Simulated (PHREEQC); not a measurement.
Solution (25 °C): 0.15 mol/kgw HNO3, 0.00029 mol/kgw K2SO4 and 9.6e-06 mol/kgw CO2. Closed to the air; pH follows from the charge balance.

Equilibrium calculation in PHREEQC: ion-association model, wateq4f.dat.

Each row changes one thing in this solution. This is a speciation only: nothing precipitates in the calculation.

```csv
case,pH,HSO4- (mol/kgw),SO4-2 (mol/kgw),KSO4- (mol/kgw),HCO3- (mol/kgw)
as made,0.92,0.000242,4.75e-5,6.03e-8,4.75e-11
temperature from 25 to 85 °C,0.93,0.000277,1.30e-5,3.42e-8,…
HNO3 left out,5.74,4.65e-8,0.000289,…,…
0.014 mol/kgw NaOH added,0.96,0.000237,5.14e-5,6.52e-8,5.24e-11
temperature from 25 to 75 °C,0.93,0.000273,1.66e-5,3.99e-8,…
```

Task: Fill in the missing entries.

Result: 
- temperature from 25 to 85 °C, HCO3- (mol/kgw): 4.97e-11
- HNO3 left out, KSO4- (mol/kgw): 1.03e-6
- HNO3 left out, HCO3- (mol/kgw): 1.93e-6
- temperature from 25 to 75 °C, HCO3- (mol/kgw): 5.33e-11

Constants without temperature data keep their 25 °C values here.
